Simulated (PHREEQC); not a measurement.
Buffer

Dissolve 0.00064 mol KHCO3 and 0.00022 mol Na2HPO4 per kg of water at 85 °C. Closed to the air; pH follows from the charge balance.

All values are PHREEQC results (ion-association model, phreeqc.dat), not measurements.

```json
{
  "pH": "7.97",
  "ionic_strength": "0.00128 mol/kgw",
  "specific_conductance": "321 µS/cm",
  "total_alkalinity": "0.860 meq/kg"
}
```

| species | molality | activity | log γ |
|---|---|---|---|
| K+ | 0.000640 | 0.000611 | -0.020 |
| HCO3- | 0.000620 | 0.000593 | -0.019 |
| Na+ | 0.000439 | 0.000420 | -0.020 |
| HPO4-2 | 0.000197 | 0.000165 | -0.078 |
| OH- | 3.14e-5 | 3.00e-5 | -0.020 |
| H2PO4- | 2.24e-5 | 2.14e-5 | -0.019 |
| CO2 | 1.44e-5 | 1.44e-5 | 0.000 |

No solid was allowed to form. Constants without temperature data keep their 25 °C values here.
